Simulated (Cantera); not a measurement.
A closed system holds: 1 mol Si, 1.2 mol CO, 1.2 mol H2, at 1725 °C and 0.0100 bar.

These are equilibrium values from Cantera (NASA tables, ideal gas, pure condensed phases), not measurements of a reactor. Candidate condensed phases: C, C6H6, C7H8, C8H18, H2O, Si, SiC, SiO2; 123 gas species. Gases not in the tables: Si2H6 and higher silanes. Rates play no part.

Base state: H2 0.490, CO 0.291, SiO 0.206, H 0.0112, Si 0.00203, SiH 9.67e-5, Si2C 5.51e-5, SiH2 2.45e-5 (mole fractions); condensed: SiC(s).

**Question.** What changes in the equilibrium state with this change: temperature from 1725 °C to 1277 °C?

**Answer.** 
```csv
species,before,after
H2,0.490,0.665
CO,0.291,0.305
SiO,0.206,0.0295
H,0.0112,0.000257
Si2C,5.51e-5,<1e-9
Si,0.00203,1.86e-7
"SiC(s), mol",0.497,0.649
"SiO2(β-quartz), mol",0,0.298
```
Mutual solubility and eutectic melting of coexisting phases are not modelled. The tables hold silica as quartz up to 1696 K and as liquid above; real silica turns to tridymite and cristobalite and melts near 1996 K.
